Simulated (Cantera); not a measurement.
Input: 1 mol Fe(CO)₅, a varied amount of H₂, held at 1125 K and 1.20 bar.

Points: n(H2) (mol) = 0.96, 1.1, 1.3, 1.6, 1.9, 2.2, 2.6, 3, 3.6, 4.2, 5.

Cantera's Mixture.equilibrate('TP', solver="vcs", rtol=1e-11, max_steps=5000) on the NASA tables stopped like this:

```
ERROR: FAILURE its = 5001!

*******************************************************************************
CanteraError thrown by MultiPhase::equilibrate:
VCS solver failed. Return code: -1
*******************************************************************************
```

### Question
What got this run through?

### Answer
One answer among several that fit: The failure is numerical, not chemical. The same input converged with solver="gibbs", rtol=1e-10, max_steps=50000, and the result passed a check of the equilibrium conditions:
```
log10 of partial pressures in bar; condensed amounts in mol
     n(H2)        CO        H2       CO2       H2O       CH4     C(gr)     Fe(a)
      0.96    -0.025    -0.721    -1.282    -1.937    -2.982    0.2956         1
       1.1    -0.035    -0.672    -1.302    -1.899    -2.884    0.2954         1
       1.3    -0.048    -0.614    -1.330    -1.854    -2.768    0.2947         1
       1.6    -0.068    -0.545    -1.370    -1.805    -2.629     0.293         1
       1.9    -0.088    -0.490    -1.408    -1.769    -2.520    0.2907         1
       2.2    -0.106    -0.445    -1.445    -1.743    -2.430    0.2877         1
       2.6    -0.129    -0.397    -1.491    -1.718    -2.333     0.283         1
         3    -0.151    -0.357    -1.536    -1.700    -2.254    0.2774         1
       3.6    -0.182    -0.310    -1.598    -1.684    -2.160    0.2679         1
       4.2    -0.211    -0.273    -1.656    -1.676    -2.085    0.2572         1
         5    -0.247    -0.234    -1.727    -1.672    -2.007    0.2413         1
```

The gas is ideal and each condensed phase is pure. Condensed phases not in the tables: cementite and carbon dissolved in iron.
